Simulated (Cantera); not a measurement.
Cantera run, input and output.

```python
import numpy as np
import cantera as ct

gas = ct.Solution("gri30.yaml")
gas.TPX = 1400, 1000000, {'CH4': 1, 'C2H6': 0.066, 'C3H8': 0.4, 'O2': 5.04, 'N2': 18.9, 'CO2': 0.049}
reactor = ct.IdealGasReactor(gas, energy="on", clone=False)
net = ct.ReactorNet([reactor])
net.rtol, net.atol = 1e-08, 1e-16
show = ['CH4', 'C2H6', 'C3H8', 'CH3', 'H', 'H2O', 'H2O2']
times = np.geomspace(9e-06, 3, 10)

steps = ct.SolutionArray(gas, extra=["t"])
rows = []
print(f"{'t/s':>10s}{'T/K':>9s}{'P/Pa':>11s}" + "".join(f"{s:>11s}" for s in show))
for t in times:
    while net.time < t:
        t_next = net.step()
        steps.append(gas.state, t=t_next)
    rows.append([np.interp(t, steps.t, y) for y in (steps.T, steps.P, *steps(*show).X.T)])
    print(f"{t:10.3e}{rows[-1][0]:9.1f}{rows[-1][1]:11.4g}" + "".join(f"{x:11.3e}" for x in rows[-1][2:]))
rate = np.gradient(steps.T, steps.t)
print("integrator steps:", len(steps.t))
if steps.T.max() > steps.T[0] + 200:
    print(f"time of steepest temperature rise: {steps.t[rate.argmax()]:.4e} s")
gas.TPX = 1400, 1000000, {'CH4': 1, 'C2H6': 0.066, 'C3H8': 0.4, 'O2': 5.04, 'N2': 18.9, 'CO2': 0.049}
gas.equilibrate("UV")
print(f"equilibrium (UV): T = {gas.T:.1f} K  " + "  ".join(f"{s} {gas[s].X[0]:.3e}" for s in show))
```

Result:

```
       t/s      T/K       P/Pa        CH4       C2H6       C3H8        CH3          H        H2O       H2O2
 9.000e-06   1399.6      1e+06  3.919e-02  2.601e-03  1.540e-02  1.670e-04  6.821e-07  1.933e-04  5.198e-06
 3.697e-05   1409.1  1.009e+06  3.842e-02  2.878e-03  1.336e-02  2.347e-04  1.624e-06  2.157e-03  1.271e-05
 1.519e-04   3004.3  2.238e+06  1.512e-14  1.969e-27  6.746e-40  9.942e-14  2.780e-03  1.263e-01  1.915e-06
 6.240e-04   2996.6  2.231e+06  1.551e-14  2.057e-27  7.191e-40  9.962e-14  2.725e-03  1.265e-01  1.840e-06
 2.564e-03   2996.6  2.231e+06  1.551e-14  2.057e-27  7.191e-40  9.962e-14  2.725e-03  1.265e-01  1.840e-06
 1.053e-02   2996.6  2.231e+06  1.551e-14  2.057e-27  7.191e-40  9.962e-14  2.725e-03  1.265e-01  1.840e-06
 4.327e-02   2996.6  2.231e+06  1.551e-14  2.057e-27  7.191e-40  9.962e-14  2.725e-03  1.265e-01  1.840e-06
 1.778e-01   2996.6  2.231e+06  1.551e-14  2.057e-27  7.191e-40  9.962e-14  2.725e-03  1.265e-01  1.840e-06
 7.302e-01   2996.6  2.231e+06  1.551e-14  2.057e-27  7.191e-40  9.962e-14  2.725e-03  1.265e-01  1.840e-06
 3.000e+00   2996.6  2.231e+06  1.551e-14  2.057e-27  7.191e-40  9.962e-14  2.725e-03  1.265e-01  1.840e-06
integrator steps: 2053
time of steepest temperature rise: 7.8137e-05 s
equilibrium (UV): T = 2996.6 K  CH4 2.021e-14  C2H6 3.330e-27  C3H8 1.247e-39  CH3 1.298e-13  H 2.725e-03  H2O 1.265e-01  H2O2 1.840e-06
```

Cantera simulation using GRI-Mech 3.0 (53 species, 325 reactions); the numbers are that mechanism's predictions, not measurements. GRI-Mech 3.0 was tuned for natural gas; its chemistry of propane as a main component is partial and can be far from experiment. Above 3000 K some thermodynamic fits are extrapolated.
